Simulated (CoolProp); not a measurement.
CF4 (R14) at 298.15 K and 0.51 MPa is throttled through a valve to 0.238 MPa with no heat exchange. Each further row changes one setting.

The numbers come from the reference Helmholtz-energy equation of state, Platzer 1990 in CoolProp. This equation is an older, rougher fit.

```json
[
 {"case": "as stated", "temperature change (K)": "-1.5", "final density (kg/m³)": "8.57"},
 {"case": "outlet pressure 0.0714 MPa", "temperature change (K)": "-2.4", "final density (kg/m³)": "2.56"},
 {"case": "outlet pressure 0.309 MPa", "temperature change (K)": "-1.1", "final density (kg/m³)": "11.1"}
]
```
